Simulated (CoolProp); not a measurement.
Vapour-liquid equilibrium of dimethyl ether (1) + n-butane (2) at 0.0285 MPa; x and y are mole fractions of (1).

Computed with CoolProp (multi-fluid Helmholtz-energy mixture model, Wu 2011 and Bücker 2006; pair parameters Bell 2016).

```
x      bubble temperature (K)  y at the bubble point  dew temperature at overall composition x (K)  liquid density (mol/L)
-----  ----------------------  ---------------------  --------------------------------------------  ----------------------
0.05                    239.6                  0.210                                         242.5                   11.11
0.125                       ?                  0.407                                         241.2                   11.47
0.2                     232.5                  0.529                                         239.8                       ?
0.275                   230.4                  0.612                                         238.3                   12.18
0.35                    228.8                  0.672                                         236.7                   12.55
0.425                   227.5                  0.718                                             ?                   12.93
0.5                     226.5                  0.756                                         233.3                   13.33
0.575                   225.7                  0.789                                         231.4                   13.75
0.65                    225.0                  0.820                                         229.4                   14.20
0.725                   224.4                  0.851                                         227.3                   14.68
0.8                     223.8                  0.884                                         225.4                   15.18
0.875                   223.3                  0.921                                         224.0                   15.72
0.95                    222.9                      ?                                         223.1                   16.30
```

### Question
Some entries are withheld; supply them.

### Answer

- 0.125, bubble temperature (K): 235.5
- 0.2, liquid density (mol/L): 11.82
- 0.425, dew temperature at overall composition x (K): 235.1
- 0.95, y at the bubble point: 0.965

No azeotrope shows between x = 0.05 and 0.95.

The pair parameters rest on a limited set of measurements; away from them the model extrapolates.
